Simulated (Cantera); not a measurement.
# Sublimation and decomposition of ceramics: SiC + N2

Input: 1 mol SiC, 0.86 mol N2, at 2500 °C.

Method: chemical equilibrium by Gibbs-energy minimisation in Cantera with the NASA 1993 tables (ideal gas, pure condensed phases). Candidate condensed phases: C, Si, SiC, Si3N4; 20 gas species. The tables' values for SiN are old estimates; treat these amounts as uncertain. Kinetics and transport are ignored.

```csv
P (Pa),x N2,x Si,x SiC2,x C,x C3,x Si2C,x CN,x C2,n C(graphite),n SiC(s)
1,0.334,0.395,0.0170,0.140,0.0533,9.41e-6,0.0416,0.0180,0,0
7.20,0.380,0.386,0.0748,0.0413,0.0705,0.000137,0.0351,0.0113,0,0
52,0.421,0.332,0.168,0.00924,0.0412,0.00118,0.0222,0.00407,0,0
370,0.456,0.339,0.177,0.00132,0.00610,0.00891,0.00882,0.000593,0.265,0
2700,0.484,0.299,0.156,0.000181,0.000836,0.0505,0.00336,8.12e-5,0.346,0
19000,0.874,0.0670,0.0351,2.57e-5,0.000119,0.0179,0.00170,1.15e-5,0.0517,0.859
140000,0.982,0.00910,0.00476,3.49e-6,1.61e-5,0.00243,0.000665,1.57e-6,0.00605,0.982
1000000,0.997,0.00127,0.000666,4.89e-7,2.26e-6,0.000341,0.000251,2.19e-7,0.000435,0.997
```
x: gas mole fraction; n: condensed amount in mol.

From 1.00 Pa to 52.0 Pa nothing is condensed. From 3.70 mbar to 27.0 mbar the condensed part is C(graphite). From 0.190 bar to 10.0 bar the condensed part is C(graphite) + SiC(s). The main Si-bearing gas is Si throughout.
